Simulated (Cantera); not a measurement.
A closed system holds: 1 mol BCl3, 0.47 mol N2, 0.11 mol H2, equilibrated at 1100 K and 36.0 Pa.

Equilibrium computed with Cantera from the NASA thermochemical tables; the gas is ideal and each condensed phase is pure. Candidate condensed phases: B, BN, NH4Cl; 21 gas species. N2 is the only nitrogen source here; it is nearly inert below about 1500 K, so the nitride shown seldom forms there in practice. Rates play no part.

Base state: BCl3 0.586, N2 0.274, HCl 0.139, Cl 4.64e-5, H2 1.34e-5 (mole fractions); condensed: BN(s).

What changes in the equilibrium state with this change: BCl3 replaced by B?


```tsv
species	before	after
H2	1.34e-5	1.000
BCl3	0.586	0
N2	0.274	<1e-9
HCl	0.139	0
Cl	4.64e-5	0
BN(s), mol	0.0733	0.940
B(s), mol	0	0.0600
```
Mutual solubility and eutectic melting of coexisting phases are not modelled.

What changes in the equilibrium state with this change: BCl3 replaced by borazine?


```tsv
species	before	after
H2	1.34e-5	0.869
N2	0.274	0.131
BCl3	0.586	0
HCl	0.139	0
Cl	4.64e-5	0
BN(s), mol	0.0733	3.00
```
The feed counts by its element totals alone.
